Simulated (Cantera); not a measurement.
Feed: 1 mol SiO₂, 0.2 mol Si, 0.17 mol H₂, equilibrated at 2.10 bar.

Method: chemical equilibrium by Gibbs-energy minimisation in Cantera with the NASA 1993 tables (ideal gas, pure condensed phases). Candidate condensed phases: H₂O, Si, SiO₂; 18 gas species. Each liquid is taken as pure. Mutual solubility and eutectic melting of coexisting phases are not modelled. The tables hold silica as quartz up to 1696 K and as liquid above; real silica turns to tridymite and cristobalite and melts near 1996 K. Gases not in the tables: Si₂H₆ and higher silanes. Kinetics and transport are ignored.

x: gas mole fraction; n: condensed amount in mol.

| T (K) | x H₂ | x SiO | x H | x H₂O | x SiH₂ | x SiH | x Si | n Si(s) | n SiO₂(β-quartz) | n Si(l) | n SiO₂(condensed) |
|---|---|---|---|---|---|---|---|---|---|---|---|
| 1450 | 1.000 | 9.61e-5 | [?] | 1.90e-6 | 7.69e-7 | 8.43e-9 | 1.47e-9 | 0.200 | 1.000 | 0 | 0 |
| 1500 | 1.000 | 0.000247 | [?] | 3.31e-6 | 1.50e-6 | 2.33e-8 | 5.01e-9 | 0.200 | 1.000 | 0 | 0 |
| 1550 | 0.999 | 0.000595 | [?] | 5.55e-6 | 2.79e-6 | 6.02e-8 | 1.58e-8 | 0.200 | 1.000 | 0 | 0 |
| 1600 | 0.999 | 0.00136 | [?] | 9.00e-6 | 5.00e-6 | 1.47e-7 | 4.64e-8 | 0.200 | 1.000 | 0 | 0 |
| 1650 | 0.997 | 0.00293 | [?] | 1.42e-5 | 8.63e-6 | 3.37e-7 | 1.28e-7 | 0.200 | 1.000 | 0 | 0 |
| 1700 | 0.994 | 0.00598 | [?] | 2.18e-5 | 1.41e-5 | 7.22e-7 | 3.23e-7 | 0 | 0 | 0.199 | 0.999 |
| 1750 | 0.989 | 0.0112 | [?] | 3.39e-5 | 2.06e-5 | 1.36e-6 | 7.15e-7 | 0 | 0 | 0.199 | 0.999 |
| 1800 | 0.980 | 0.0201 | [?] | 5.10e-5 | 2.93e-5 | 2.47e-6 | 1.51e-6 | 0 | 0 | 0.198 | 0.998 |
| 1850 | 0.965 | 0.0349 | [?] | 7.45e-5 | 4.07e-5 | 4.33e-6 | 3.07e-6 | 0 | 0 | 0.197 | 0.997 |

Question: What belongs in the gaps?

Answer: 
- 1450, x H: 6.53e-6
- 1500, x H: 1.21e-5
- 1550, x H: 2.17e-5
- 1600, x H: 3.75e-5
- 1650, x H: 6.26e-5
- 1700, x H: 0.000101
- 1750, x H: 0.000160
- 1800, x H: 0.000245
- 1850, x H: 0.000365
